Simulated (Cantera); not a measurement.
An isothermal plug-flow reactor at 550 K and 900 Torr (inlet), inlet velocity 0.61 m/s, active area per volume 270 1/m; feed CO : O2 : N2 : H2O = 0.0022 : 0.014 : 0.79 : 0.017 (molar parts).

Computed with Cantera and Deutschmann's 1995 Pt surface mechanism with GRI-Mech 3.0 gas chemistry. Catalytic surfaces can have several steady states; this one follows from the mechanism file's or the stated starting coverage. Mass transfer to the wall is taken as infinitely fast.

Question: What does this change do: temperature 550 to 625 K?

Answer: 
```
quantity                 before     after
----------------------  -------  --------
x(CO) at z = 0.0033 m   0.00266   0.00230
x(O2) at z = 0.0033 m    0.0170    0.0168
x(H2O) at z = 0.0033 m   0.0207    0.0207
x(CO2) at z = 0.0033 m  1.28e-5  0.000373
θ(free Pt) at the exit  0.00534    0.0309
θ(O*) at the exit       0.00811    0.0154
θ(CO*) at the exit        0.986     0.953
```
